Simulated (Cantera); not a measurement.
A perfectly stirred reactor is fed with 6.81 % CO, 9.53 % H2, 3.81 % CH4, 17.4 % O2, 62.5 % N2, at 2.30 bar; it is adiabatic with a 550 K inlet, and is followed from long to short residence time, starting on the burning branch (τ in s: 0.073, 0.027, 0.01, 0.0037, 0.0014, 0.00052, 0.00019, 7.1e-05, 2.6e-05, 9.8e-06, 3.6e-06).

Detailed kinetics in Cantera: GRI-Mech 3.0 (53 species, 325 reactions).

Task: Predict: blow-out, bracketed by the residence times tried; x(CO) at τ = 73.0 ms; x(H2) at τ = 73.0 ms; x(CH4) at τ = 73.0 ms; x(CH2O) at τ = 73.0 ms; x(O) at τ = 73.0 ms; x(CO) at τ = 0.520 ms; x(H2) at τ = 0.520 ms; x(CH4) at τ = 0.520 ms; x(CH2O) at τ = 0.520 ms; x(O) at τ = 0.520 ms.

Result: 
```json
{
  "blow_out_bracketed_by_the_residence_times_tried": "burning at 9.80 µs, out at 3.60 µs",
  "x(CO) at τ = 73.0 ms": "0.0120",
  "x(H2) at τ = 73.0 ms": "0.00348",
  "x(CH4) at τ = 73.0 ms": "4.34e-7",
  "x(CH2O) at τ = 73.0 ms": "8.38e-8",
  "x(O) at τ = 73.0 ms": "0.000956",
  "x(CO) at τ = 0.520 ms": "0.0254",
  "x(H2) at τ = 0.520 ms": "0.00826",
  "x(CH4) at τ = 0.520 ms": "2.92e-5",
  "x(CH2O) at τ = 0.520 ms": "5.06e-6",
  "x(O) at τ = 0.520 ms": "0.00324"
}
```
